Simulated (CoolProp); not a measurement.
Model: reference Helmholtz-energy equation of state, Schroeder 2014, in CoolProp.

### Question
Give the vapour pressure (kPa), vapour density (kg/m³), liquid viscosity (µPa s) of saturated ethanol at 399.7, 436.5, 442.6 K.

### Answer
```
T (K)  p (kPa)  vapour density (kg/m³)  liquid viscosity (µPa s)
-----  -------  ----------------------  ------------------------
399.7      519                    7.94                       229
436.5     1360                    20.9                       144
442.6     1570                    24.2                       133
```

Viscosity comes from a separate model (Kiselev 2005).
